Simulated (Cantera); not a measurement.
A Cantera script and what it prints.

```python
import numpy as np
import cantera as ct

gas_names = """
    CL CL2 H HCL H2 N NH NH2 NH3 N2 N2H2 N2H4 Si SiCL SiCL2 SiCL3 SiCL4 SiH SiHCL3 SiH2 SiH2CL2 SiH3
    SiH3CL SiH4 SiN Si2 Si2N Si3
""".split()
cond_names = """
    NH4CL(a) NH4CL(b) Si(cr) Si(L) Si3N4(a)
""".split()


def load(file, names, dense=False):
    # The tables refer to 1 bar. Condensed volumes are neglected.
    table = {s.name: s for s in ct.Species.list_from_file(file)}
    out = []
    for n in names:
        d = dict(table[n].input_data)
        d["thermo"] = dict(d["thermo"], **{"reference-pressure": 1e5})
        if dense:
            d["equation-of-state"] = {"model": "constant-volume", "density": "1e6 g/cm^3"}
        out.append(ct.Species.from_dict(d))
    return out


gas = ct.Solution(thermo="ideal-gas", species=load("nasa_gas.yaml", gas_names))
cond = {s.name: ct.Solution(thermo="fixed-stoichiometry", species=[s], name=s.name)
        for s in load("nasa_condensed.yaml", cond_names, dense=True)}
atoms = {
    'SiHCl3': {'Si': 1, 'H': 1, 'CL': 3},
    'N2': {'N': 2},
}
top_T = {'Si3N4(a)': 2400}  # K; cautious upper limits of use, not melting points


def equilibrate(T, P, feed):
    n = {}
    for name, mol in feed.items():
        for a, k in atoms[name].items():
            n[a] = n.get(a, 0.0) + k * mol
    gas.TPX = T, P, n
    mass = sum(n.values()) * gas.mean_molecular_weight
    gas.equilibrate("TP")
    valid = [c for c in cond.values() if c.min_temp <= T <= top_T.get(c.name, c.max_temp)]
    mix = ct.Mixture([(gas, mass / gas.mean_molecular_weight)] + [(c, 0.0) for c in valid])
    mix.T, mix.P = T, P
    mix.equilibrate("TP", solver="vcs", rtol=1e-11, max_steps=5000)
    return mix


results = []
feed = {'SiHCl3': 1, 'N2': 5.4}  # mol
P = 15  # Pa
for T in [748, 848, 948, 1048, 1148, 1248, 1348, 1448, 1548, 1648, 1748, 1848]:
    mix = equilibrate(T, P, feed)
    results.append((T, P, feed, dict(zip(mix.species_names, mix.species_moles))))

top = {s: max(r[3][s] / sum(r[3][g] for g in gas_names) for r in results) for s in gas_names}
cols = sorted((s for s in top if top[s] > 1e-06), key=lambda s: -top[s])[:6]
seen = [c for c in cond_names if any(r[3].get(c, 0) > 1e-12 for r in results)]
print("log10 of partial pressures in bar; condensed amounts in mol")
print(f"{'T/K':>10s}" + "".join(f"{s[:9]:>10s}" for s in cols + seen))
for T, P, feed, n in results:
    ng = sum(n[g] for g in gas_names)
    print(f"{T:10.4g}" + "".join(f"{np.log10(max(n[s] / ng * P / 1e5, 1e-99)):10.3f}" for s in cols)
          + "".join(f"{n.get(c, 0):10.4g}" for c in seen))
```

Result:

```
log10 of partial pressures in bar; condensed amounts in mol
       T/K        N2       HCL     SiCL2     SiCL4        CL     SiCL3  Si3N4(a)
       748    -3.933    -4.733   -12.827    -4.901   -14.413   -10.002    0.1507
       848    -3.934    -4.712   -10.492    -4.910   -12.551    -8.630     0.154
       948    -3.934    -4.699    -8.655    -4.916   -11.080    -7.550     0.156
      1048    -3.935    -4.691    -7.177    -4.926    -9.889    -6.683    0.1564
      1148    -3.936    -4.690    -5.981    -4.974    -8.914    -5.999     0.147
      1248    -3.945    -4.715    -5.098    -5.253    -8.154    -5.604   0.08645
      1348    -3.956    -4.768    -4.747    -6.075    -7.601    -5.761         0
      1448    -3.958    -4.735    -4.725    -6.526    -6.855    -5.908         0
      1548    -3.960    -4.726    -4.712    -7.050    -6.269    -6.105         0
      1648    -3.962    -4.735    -4.704    -7.725    -5.859    -6.386         0
      1748    -3.965    -4.762    -4.704    -8.466    -5.566    -6.711         0
      1848    -3.970    -4.803    -4.716    -9.160    -5.315    -7.023         0
```

Equilibrium computed with Cantera from the NASA thermochemical tables; the gas is ideal and each condensed phase is pure. N2 is the only nitrogen source here; it is nearly inert below about 1500 K, so the nitride shown seldom forms there in practice. The tables' values for SiCl3, SiCl are old estimates; treat these amounts as uncertain.
